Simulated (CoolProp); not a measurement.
Vapour-liquid equilibrium of R125 (1) + R134a (2) at 0.247 bar; x and y are mole fractions of (1).

Values from CoolProp's multi-fluid Helmholtz-energy mixture model, Lemmon 2005 and Tillner-Roth 1994; pair parameters Lemmon 2004.

```
x     bubble temperature (°C)  y at the bubble point  dew temperature at overall composition x (°C)  liquid density (mol/L)
----  -----------------------  ---------------------  ---------------------------------------------  ----------------------
0.05                    -54.8                  0.149                                              …                   14.23
0.2                     -59.4                  0.462                                          -55.5                   14.13
0.35                    -63.1                  0.654                                              …                   14.00
0.5                     -66.1                  0.781                                          -60.1                   13.86
0.65                    -68.5                  0.870                                          -63.0                   13.71
0.8                     -70.6                      …                                              …                   13.55
0.95                    -72.5                  0.986                                          -71.2                   13.39
```

### Question
Some entries are withheld; supply them.

### Answer

- 0.05, dew temperature at overall composition x (°C): -53.6
- 0.35, dew temperature at overall composition x (°C): -57.6
- 0.8, y at the bubble point: 0.935
- 0.8, dew temperature at overall composition x (°C): -66.5

No azeotrope shows between x = 0.05 and 0.95.

Pair parameters are fitted to limited data, so mixtures are less certain than the pure fluids.
